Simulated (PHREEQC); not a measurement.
Dissolve 0.71 mol/kgw MgCl2 and 0.051 mol/kgw KCl at 21 °C. Closed to the air; pH follows from the charge balance.

The numbers come from PHREEQC with the Pitzer model, pitzer.dat.

No solid was allowed to form.

Q: Predict the activity of water, osmotic coefficient.

A: activity of water 0.960; osmotic coefficient 1.013.

Species that the database lacks are ignored.
